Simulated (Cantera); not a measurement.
Cantera run, input and output.

```python
import numpy as np
import cantera as ct

gas = ct.Solution("gri30.yaml")
gas.TP = 300, 101325
flame = ct.CounterflowDiffusionFlame(gas, width=0.02)
flame.fuel_inlet.X, flame.fuel_inlet.T = {'CH4': 1}, 325
flame.oxidizer_inlet.X, flame.oxidizer_inlet.T = {'O2': 0.22, 'N2': 0.78}, 800
flame.set_refine_criteria(ratio=3, slope=0.12, curve=0.24, prune=0.03)
show = ['OH', 'H', 'NO', 'CO', 'C2H2']

rows = []
print(f"{'mdot':>8s}{'a_max':>10s}{'a_mean':>10s}{'Tmax/K':>9s}" + "".join(f"{s:>11s}" for s in show) + "   (peak mole fractions)")
for i, mdot in enumerate([0.25, 0.35, 0.49, 0.68, 0.94, 1.3, 1.8, 2.5]):  # kg/m2/s on the oxidiser side
    flame.oxidizer_inlet.mdot, flame.fuel_inlet.mdot = mdot, 1.1 * mdot
    flame.solve(loglevel=0, auto=(i == 0))
    if flame.T.max() < max(325, 800) + 100:
        print(f"{mdot:8.3g}  no burning solution found from the previous one")
        break
    dT = np.abs(np.gradient(flame.T, flame.grid))
    rows.append([flame.strain_rate("max"), flame.strain_rate("mean"), flame.T.max(),
                 *(flame.X[gas.species_index(s)].max() for s in show), max(dT[0], dT[-1]) / dT.max()])
    print(f"{mdot:8.3g}{rows[-1][0]:10.1f}{rows[-1][1]:10.1f}{rows[-1][2]:9.1f}" + "".join(f"{x:11.3e}" for x in rows[-1][3:-1]))
```

Output:

```
    mdot     a_max    a_mean   Tmax/K         OH          H         NO         CO       C2H2   (peak mole fractions)
    0.25     248.5      51.3   2276.4  1.184e-02  5.860e-03  4.562e-04  7.209e-02  1.848e-02
    0.35     337.0      71.8   2260.8  1.184e-02  6.140e-03  4.179e-04  7.051e-02  1.765e-02
    0.49     458.0     100.5   2246.7  1.180e-02  6.410e-03  3.819e-04  6.917e-02  1.688e-02
    0.68     618.2     139.4   2234.2  1.175e-02  6.687e-03  3.468e-04  6.817e-02  1.613e-02
    0.94     832.5     192.7   2220.5  1.163e-02  6.935e-03  3.095e-04  6.728e-02  1.535e-02
     1.3    1122.4     266.6   2203.6  1.139e-02  7.110e-03  2.678e-04  6.638e-02  1.437e-02
     1.8    1516.3     369.1   2183.9  1.105e-02  7.223e-03  2.235e-04  6.566e-02  1.332e-02
     2.5    2057.9     512.6   2161.1  1.060e-02  7.253e-03  1.780e-04  6.516e-02  1.208e-02
```

Detailed kinetics in Cantera: GRI-Mech 3.0 (53 species, 325 reactions). GRI-Mech 3.0 has no aromatics or soot, which form on the fuel side of real flames. The maximum strain rate includes the flame's own expansion and is several times the mean.
